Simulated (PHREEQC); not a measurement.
1 kg of water meets 20 L of dry gas (CO2 0.54, H2 0.46 by moles) at fixed total pressure, at 25 °C; fugacities by Peng-Robinson. The gases take part in no redox reaction, some water evaporates into the gas, and hydrates or a liquid gas phase aren't modelled. Precipitation was switched off in this run.

The numbers come from PHREEQC with the ion-association model, phreeqc.dat.

| P (atm) | dissolved CO2 (all carbonate carbon) (mol/kgw) | φ of CO2 | p of CO2 (atm) | dissolved H2 (mol/kgw) | φ of H2 | p of H2 (atm) | pH |
|---|---|---|---|---|---|---|---|
| 1 | 0.0175 | 0.995 | 0.513 | 0.000361 | 1.001 | 0.455 | 4.06 |
| 2 | 0.0353 | 0.991 | 1.04 | 0.000734 | 1.003 | 0.925 | 3.90 |
| 3 | 0.0529 | 0.986 | 1.57 | 0.00111 | 1.004 | 1.39 | 3.81 |
| 5 | 0.0875 | 0.977 | 2.63 | 0.00185 | 1.007 | 2.33 | 3.71 |
| 7.5 | 0.130 | 0.965 | 3.96 | 0.00278 | 1.010 | 3.51 | 3.62 |
| 10 | 0.171 | 0.954 | 5.29 | 0.00372 | 1.014 | 4.68 | 3.56 |
| 15 | 0.249 | 0.931 | 7.95 | 0.00558 | 1.021 | 7.02 | 3.48 |
| 20 | 0.324 | 0.910 | 10.6 | 0.00745 | 1.028 | 9.36 | 3.42 |
| 30 | 0.459 | 0.867 | 15.9 | 0.0112 | 1.043 | 14.0 | 3.34 |
| 40 | 0.579 | 0.827 | 21.3 | 0.0150 | 1.060 | 18.7 | 3.29 |
